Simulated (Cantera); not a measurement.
An adiabatic, constant-volume homogeneous reactor starts with 4.99 % C₃H₈, 19.2 % O₂, 72.4 % N₂, 3.44 % H₂O, equivalence ratio 1.3, at 1800 K and 16.0 bar.

Detailed kinetics in Cantera: GRI-Mech 3.0 (53 species, 325 reactions). GRI-Mech 3.0 was tuned for natural gas; its chemistry of propane as a main component is partial and can be far from experiment. The pressure lies above the range GRI-Mech 3.0 was tuned for (to about 10 atm). Above 3000 K some thermodynamic fits are extrapolated.

x: mole fraction; the columns are a selection and need not sum to one.

```tsv
t (s)	T (K)	P (bar)	x C₃H₈	x O₂	x H₂O	x C₂H₄	x HCN
2.00e-6	3267	33.3	<1e-12	0.00874	0.146	<1e-12	?
5.79e-6	3321	33.7	<1e-12	0.00653	0.150	<1e-12	?
1.68e-5	3307	33.6	<1e-12	0.00570	0.149	<1e-12	?
4.85e-5	3304	33.5	<1e-12	0.00552	0.149	<1e-12	2.58e-7
0.000140	3304	33.5	<1e-12	0.00552	0.149	<1e-12	2.58e-7
0.000406	3304	33.5	<1e-12	0.00552	0.149	<1e-12	2.58e-7
0.00118	3304	33.5	<1e-12	0.00552	0.149	<1e-12	2.58e-7
0.00340	3304	33.5	<1e-12	0.00552	0.149	<1e-12	2.58e-7
0.00985	3304	33.5	<1e-12	0.00552	0.149	<1e-12	2.58e-7
0.0285	3304	33.5	<1e-12	0.00552	0.149	<1e-12	2.58e-7
0.0825	3304	33.5	<1e-12	0.00552	0.149	<1e-12	2.58e-7
0.239	3304	33.5	<1e-12	0.00552	0.149	<1e-12	2.58e-7
0.691	3304	33.5	<1e-12	0.00552	0.149	<1e-12	2.58e-7
2.00	3304	33.5	<1e-12	0.00552	0.149	<1e-12	2.58e-7
```

### Question
What belongs in the gaps?

### Answer

- 2.00e-6, x HCN: 4.75e-8
- 5.79e-6, x HCN: 1.41e-7
- 1.68e-5, x HCN: 2.35e-7
